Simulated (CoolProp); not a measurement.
Vapour-liquid equilibrium of R113 (1) + n-heptane (2) at 332 kPa; x and y are mole fractions of (1).

Computed with CoolProp (multi-fluid Helmholtz-energy mixture model, Marx 1992 and Span 2003; pair parameters Bell 2016).

| x | bubble temperature, mixture model (K) | bubble temperature, Raoult's law (K) | y, mixture model | y, Raoult's law |
|---|---|---|---|---|
| 0.05 | 412.2 | 412.8 | 0.150 | 0.152 |
| 0.125 | 404.6 | 406.1 | 0.331 | 0.333 |
| 0.2 | 398.0 | 400.1 | 0.470 | 0.473 |
| 0.275 | (withheld) | 394.7 | 0.577 | 0.583 |
| 0.35 | 387.3 | 389.9 | 0.660 | 0.670 |
| 0.425 | 383.0 | 385.5 | 0.725 | 0.740 |
| 0.5 | 379.3 | 381.5 | (withheld) | 0.797 |
| 0.575 | 376.0 | 377.9 | (withheld) | 0.844 |
| 0.65 | (withheld) | 374.6 | 0.862 | 0.883 |
| 0.725 | 370.3 | 371.5 | 0.895 | 0.916 |
| 0.8 | 367.9 | 368.6 | 0.926 | 0.944 |
| 0.875 | (withheld) | 365.9 | 0.954 | 0.968 |
| 0.95 | 363.3 | 363.4 | 0.982 | 0.988 |

### Question
What belongs in the gaps?

### Answer

- 0.275, bubble temperature, mixture model (K): 392.3
- 0.5, y, mixture model: 0.779
- 0.575, y, mixture model: 0.823
- 0.65, bubble temperature, mixture model (K): 373.0
- 0.875, bubble temperature, mixture model (K): 365.5

The largest gap from Raoult's law is -2.6 K in bubble temperature, at x = 0.35. No azeotrope shows between x = 0.05 and 0.95.

Pair parameters are fitted to limited data, so mixtures are less certain than the pure fluids.
